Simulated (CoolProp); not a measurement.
Vapour pressure (bar) of tetrahydrofuran: the reference equation beside estimates from Tc = 540.2 K, pc = 53.04 bar, ω = 0.234. Clausius-Clapeyron is anchored at 427.2 K with a constant enthalpy of vaporisation of 24.42 kJ/mol.

The numbers come from the reference Helmholtz-energy equation of state, Fiedler 2023 in CoolProp.

```
T (K)  reference  Lee-Kesler  Clausius-Clapeyron  van der Waals  Redlich-Kwong  Soave-Redlich-Kwong
-----  ---------  ----------  ------------------  -------------  -------------  -------------------
427.2      9.125       9.252               9.125          19.27          12.01                9.290
438.7      11.32       11.50               10.93          21.79          14.50                11.57
450.1      13.87       14.09               12.95          24.48          17.30                14.21
461.5      16.82       17.10               15.21          27.37          20.45                17.27
473        20.25       20.58               17.75          30.49          23.99                20.83
484.4      24.14       24.53               20.55          33.79          27.89                24.85
495.8      28.58       29.03               23.62          37.30          32.19                29.41
507.3      33.69       34.18               27.01          41.05          36.94                34.59
518.7      39.49       39.96               30.68          45.00          42.09                40.35
```

Absolute difference from the reference over all 9 rows, mean and median: Lee-Kesler 1.5 and 1.6 %, Clausius-Clapeyron 11.8 and 12.3 %, van der Waals 55.5 and 50.6 %, Redlich-Kwong 18.8 and 18.5 %, Soave-Redlich-Kwong 2.5 and 2.7 %.
